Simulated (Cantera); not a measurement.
Cantera run:

```python
import numpy as np
import cantera as ct

gas_names = """
    H HNO HNO2 HNO3 HO2 H2 H2O H2O2 N NH NH2 NH3 NH2OH NO NO2 NO3 N2 N2H2 N2H4 N2O O OH O2 O3
""".split()
cond_names = """
    H2O(s) H2O(L)
""".split()


def load(file, names, dense=False):
    # The tables refer to 1 bar. Condensed volumes are neglected.
    table = {s.name: s for s in ct.Species.list_from_file(file)}
    out = []
    for n in names:
        d = dict(table[n].input_data)
        d["thermo"] = dict(d["thermo"], **{"reference-pressure": 1e5})
        if dense:
            d["equation-of-state"] = {"model": "constant-volume", "density": "1e6 g/cm^3"}
        out.append(ct.Species.from_dict(d))
    return out


gas = ct.Solution(thermo="ideal-gas", species=load("nasa_gas.yaml", gas_names))
cond = {s.name: ct.Solution(thermo="fixed-stoichiometry", species=[s], name=s.name)
        for s in load("nasa_condensed.yaml", cond_names, dense=True)}
atoms = {
    'N2O': {'N': 2, 'O': 1},
    'O2': {'O': 2},
    'H2': {'H': 2},
}
top_T = {}  # K; cautious upper limits of use, not melting points


def equilibrate(T, P, feed):
    n = {}
    for name, mol in feed.items():
        for a, k in atoms[name].items():
            n[a] = n.get(a, 0.0) + k * mol
    gas.TPX = T, P, n
    mass = sum(n.values()) * gas.mean_molecular_weight
    gas.equilibrate("TP")
    valid = [c for c in cond.values() if c.min_temp <= T <= top_T.get(c.name, c.max_temp)]
    mix = ct.Mixture([(gas, mass / gas.mean_molecular_weight)] + [(c, 0.0) for c in valid])
    mix.T, mix.P = T, P
    mix.equilibrate("TP", solver="vcs", rtol=1e-11, max_steps=5000)
    return mix


results = []
feed = {'N2O': 1, 'O2': 0.1, 'H2': 10}  # mol
T = 2075  # K
P = 3800000  # Pa
mix = equilibrate(T, P, feed)
results.append((T, P, feed, dict(zip(mix.species_names, mix.species_moles))))
print(gas.report(threshold=1e-05))
for i in range(1, mix.n_phases):
    print(f"{mix.phase(i).name:16s} {mix.phase_moles(i):12.5e} mol")
```

Output:

```
       temperature   2075 K
          pressure   3.8e+06 Pa
           density   1.349 kg/m^3
  mean mol. weight   6.1245 kg/kmol
   phase of matter   gas

                          1 kg             1 kmol
                     ---------------   ---------------
          enthalpy        5.2064e+06        3.1886e+07  J
   internal energy        2.3894e+06        1.4634e+07  J
           entropy             29230        1.7902e+05  J/K
    Gibbs function       -5.5447e+07       -3.3958e+08  J
 heat capacity c_p            5965.6             36536  J/K
 heat capacity c_v              4608             28222  J/K

                      mass frac. Y      mole frac. X     chem. pot. / RT
                     ---------------   ---------------   ---------------
                 H        6.3591e-05        0.00038637           -8.0923
                H2           0.26319           0.79955           -16.185
               H2O           0.32085           0.10908           -40.229
               NH3        0.00040543         0.0001458            -37.19
                N2           0.41547          0.090831           -25.827
     [  +19 minor]        1.7767e-05         6.355e-06
```

Method: chemical equilibrium by Gibbs-energy minimisation in Cantera with the NASA 1993 tables (ideal gas, pure condensed phases). The ideal-gas law is rough above about 30 bar.
